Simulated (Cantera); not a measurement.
Feed: 1 mol SiF₄, 0.33 mol N₂, equilibrated at 1200 °C and 10000 Pa.

Method: chemical equilibrium by Gibbs-energy minimisation in Cantera with the NASA 1993 tables (ideal gas, pure condensed phases). Candidate condensed phases: Si, Si₃N₄; 16 gas species. Equilibrium is a limit: real reactors are often held back by kinetics, nucleation or transport.

Problem. What is the equilibrium state?

Solution. 
| Item | Value |
|---|---|
| x(SiF₄) | 0.752 |
| x(N₂) | 0.248 |
| gas amount | 1.330 mol |
| log10 activity of Si(s) (absent) | -20.72 |
